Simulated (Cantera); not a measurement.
Charge: 1 mol c-C4F8, 1.1 mol CH4, 1.5 mol H2, equilibrated at 1900 K.

Method: chemical equilibrium by Gibbs-energy minimisation in Cantera with the NASA 1993 tables (ideal gas, pure condensed phases). Candidate condensed phases: C, C6H6, C7H8, C8H18; 95 gas species. The feed counts by its element totals alone. Gases not in the tables: C2F6 and larger saturated fluorocarbons. The numbers say what is thermodynamically allowed, not how fast it happens.

x: gas mole fraction; n: condensed amount in mol.

```tsv
P (Pa)	x HF	x F	x CF4	x CF2	x CF3	n C(graphite)
1	0.926	0.0723	9.27e-7	0.00142	7.57e-7	5.09
4.20	0.930	0.0653	4.58e-5	0.00486	9.85e-6	5.06
18	0.939	[?]	[?]	[?]	[?]	5.00
75	0.955	0.0256	0.00614	0.0133	0.000189	4.95
320	0.968	0.0103	0.0123	0.00914	0.000221	4.93
1300	0.975	0.00383	0.0161	0.00518	0.000190	4.94
5600	0.978	[?]	0.0181	[?]	[?]	4.94
24000	0.979	0.000448	0.0190	0.00131	0.000104	4.95
100000	0.980	0.000155	0.0194	0.000649	7.41e-5	4.95
```

Fill in the missing entries.


- 5600, x F: 0.00132
- 5600, x CF2: 0.00264
- 5600, x CF3: 0.000144
- 18, x F: 0.0485
- 18, x CF4: 0.00109
- 18, x CF2: 0.0115
- 18, x CF3: 7.39e-5
